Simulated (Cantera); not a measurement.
Cantera run, input and output.

```python
import numpy as np
import cantera as ct

gas = ct.Solution("gri30.yaml")
gas.TPX = 1225, 500000, {'H2': 1, 'O2': 0.227, 'N2': 0.855, 'NO': 0.0039}
reactor = ct.IdealGasReactor(gas, energy="on", clone=False)
net = ct.ReactorNet([reactor])
net.rtol, net.atol = 1e-08, 1e-16
show = ['H2', 'O2', 'NO', 'NO2', 'H', 'OH', 'O']
times = np.geomspace(1e-06, 0.2, 15)

steps = ct.SolutionArray(gas, extra=["t"])
rows = []
print(f"{'t/s':>10s}{'T/K':>9s}{'P/Pa':>11s}" + "".join(f"{s:>11s}" for s in show))
for t in times:
    while net.time < t:
        t_next = net.step()
        steps.append(gas.state, t=t_next)
    rows.append([np.interp(t, steps.t, y) for y in (steps.T, steps.P, *steps(*show).X.T)])
    print(f"{t:10.3e}{rows[-1][0]:9.1f}{rows[-1][1]:11.4g}" + "".join(f"{x:11.3e}" for x in rows[-1][2:]))
rate = np.gradient(steps.T, steps.t)
print("integrator steps:", len(steps.t))
if steps.T.max() > steps.T[0] + 200:
    print(f"time of steepest temperature rise: {steps.t[rate.argmax()]:.4e} s")
gas.TPX = 1225, 500000, {'H2': 1, 'O2': 0.227, 'N2': 0.855, 'NO': 0.0039}
gas.equilibrate("UV")
print(f"equilibrium (UV): T = {gas.T:.1f} K  " + "  ".join(f"{s} {gas[s].X[0]:.3e}" for s in show))
```

Output:

```
       t/s      T/K       P/Pa         H2         O2         NO        NO2          H         OH          O
 1.000e-06   1225.0      5e+05  4.794e-01  1.088e-01  1.870e-03  4.773e-09  4.299e-08  1.714e-09  2.806e-09
 2.391e-06   1225.0      5e+05  4.794e-01  1.088e-01  1.870e-03  4.761e-08  2.465e-07  1.002e-08  1.660e-08
 5.719e-06   1225.1      5e+05  4.794e-01  1.088e-01  1.868e-03  1.734e-06  7.363e-06  3.064e-07  4.991e-07
 1.368e-05   2640.4  9.948e+05  2.644e-01  5.285e-04  1.970e-03  1.018e-07  5.430e-02  1.099e-02  1.455e-03
 3.270e-05   2943.6  1.086e+06  2.817e-01  8.890e-05  1.558e-03  6.347e-08  2.150e-02  5.693e-03  2.679e-04
 7.820e-05   2946.6  1.087e+06  2.812e-01  9.123e-05  1.075e-03  4.429e-08  2.166e-02  5.771e-03  2.740e-04
 1.870e-04   2948.4  1.087e+06  2.809e-01  9.268e-05  7.837e-04  3.252e-08  2.177e-02  5.819e-03  2.778e-04
 4.472e-04   2948.8  1.087e+06  2.809e-01  9.300e-05  7.203e-04  2.994e-08  2.179e-02  5.830e-03  2.786e-04
 1.069e-03   2948.8  1.087e+06  2.809e-01  9.300e-05  7.187e-04  2.987e-08  2.179e-02  5.830e-03  2.786e-04
 2.557e-03   2948.8  1.087e+06  2.809e-01  9.300e-05  7.187e-04  2.987e-08  2.179e-02  5.830e-03  2.786e-04
 6.116e-03   2948.8  1.087e+06  2.809e-01  9.300e-05  7.187e-04  2.987e-08  2.179e-02  5.830e-03  2.786e-04
 1.462e-02   2948.8  1.087e+06  2.809e-01  9.300e-05  7.187e-04  2.987e-08  2.179e-02  5.830e-03  2.786e-04
 3.497e-02   2948.8  1.087e+06  2.809e-01  9.300e-05  7.187e-04  2.987e-08  2.179e-02  5.830e-03  2.786e-04
 8.363e-02   2948.8  1.087e+06  2.809e-01  9.300e-05  7.187e-04  2.987e-08  2.179e-02  5.830e-03  2.786e-04
 2.000e-01   2948.8  1.087e+06  2.809e-01  9.300e-05  7.187e-04  2.987e-08  2.179e-02  5.830e-03  2.786e-04
integrator steps: 1261
time of steepest temperature rise: 1.2318e-05 s
equilibrium (UV): T = 2948.8 K  H2 2.809e-01  O2 9.300e-05  NO 7.187e-04  NO2 2.987e-08  H 2.179e-02  OH 5.830e-03  O 2.786e-04
```

Model: GRI-Mech 3.0 (53 species, 325 reactions), integrated in Cantera. The hydrogen kinetics of GRI-Mech 3.0 are dated; newer H2 mechanisms differ, most at raised pressure. The mechanism lacks 2 NO + O2 → 2 NO2 and HONO, so NO2 and the effect of NO are under-described below about 1400 K.
